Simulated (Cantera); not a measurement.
A perfectly stirred reactor is fed with 18.8 % N2O, 0.245 % H2, 80.9 % N2, at 26.3 Torr; it is held at 1450 K, and followed from long to short residence time.

Detailed kinetics in Cantera: GRI-Mech 3.0 (53 species, 325 reactions). GRI-Mech 3.0 was tuned for natural gas; its chemistry of N2O as a main component is partial and can be far from experiment. Radical loss at walls, strong at low pressure, is not modelled. The temperature is held fixed by assumption; the heat of reaction is taken as removed at once.

x: mole fraction; the columns are a selection and need not sum to one.

| τ (s) | x N2O | x H2 | x NO2 | x O2 | x H | x O | x NO |
|---|---|---|---|---|---|---|---|
| 22 | 0.00738 | [?] | 9.44e-6 | 0.0672 | 3.79e-7 | 3.25e-5 | 0.0287 |
| 7.0 | 0.0205 | [?] | 1.29e-5 | 0.0615 | 4.17e-7 | 3.60e-5 | 0.0282 |
| 2.2 | 0.0518 | [?] | 2.10e-5 | 0.0494 | 4.13e-7 | 3.79e-5 | 0.0236 |
| 0.68 | 0.103 | [?] | 3.41e-5 | 0.0304 | 4.47e-7 | 3.90e-5 | 0.0149 |
| 0.21 | 0.149 | [?] | 4.04e-5 | 0.0135 | 6.76e-7 | 3.91e-5 | 0.00665 |
| 0.067 | 0.172 | [?] | 2.77e-5 | 0.00498 | 1.37e-6 | 3.83e-5 | 0.00241 |
| 0.021 | 0.182 | [?] | 9.56e-6 | 0.00160 | 3.06e-6 | 3.60e-5 | 0.000785 |
| 0.0065 | 0.186 | [?] | 1.93e-6 | 0.000448 | 5.53e-6 | 3.16e-5 | 0.000254 |
| 0.0020 | 0.188 | [?] | 2.14e-7 | 0.000107 | 5.36e-6 | 2.61e-5 | 7.30e-5 |
| 0.00063 | 0.188 | [?] | 5.10e-9 | 2.37e-5 | 2.38e-6 | 2.01e-5 | 1.58e-5 |

What belongs in the gaps?


- 22, x H2: 2.04e-6
- 7.0, x H2: 5.12e-6
- 2.2, x H2: 1.45e-5
- 0.68, x H2: 4.30e-5
- 0.21, x H2: 0.000122
- 0.067, x H2: 0.000308
- 0.021, x H2: 0.000710
- 0.0065, x H2: 0.00141
- 0.0020, x H2: 0.00212
- 0.00063, x H2: 0.00240
